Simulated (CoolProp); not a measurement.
A single-stage vapour-compression cycle with the fluid: evaporating at 235.15 K (dew point), condensing at 256.15 K (bubble point), superheat 2 K, subcooling 8 K, compressor efficiency 0.7, no pressure losses. The same conditions are run with several fluids, on thermodynamics alone (safety and materials aside).

Computed with CoolProp (reference Helmholtz-energy equation of state of each fluid (R125: Lemmon 2005; sulfur dioxide: Gao 2016; C3F8 (R218): Lemmon 2006; ethylene: Smukala 2000; nitrous oxide: Lemmon 2006; R507A: Lemmon 2003)). Blends and air are pseudo-pure fits.

| fluid | cooling COP | pressure ratio | discharge temperature (K) | refrigerating effect (kJ/kg) | volumetric capacity (kJ/m³) |
|---|---|---|---|---|---|
| R125 | 7.57 | 2.32 | 267.5 | 145 | 1520 |
| sulfur dioxide | 7.30 | 3.02 | 326.0 | 397 | 317 |
| C3F8 (R218) | 7.54 | ___ | 257.6 | 94.2 | 906 |
| ethylene | ___ | 1.77 | 279.6 | 317 | 8860 |
| nitrous oxide | 7.14 | 1.95 | 289.5 | 285 | ___ |
| R507A | 7.57 | 2.32 | 270.5 | 176 | 1420 |

Question: Complete the blanks.

Answer: 
- C3F8 (R218), pressure ratio: 2.39
- ethylene, cooling COP: 6.70
- nitrous oxide, volumetric capacity (kJ/m³): 7350
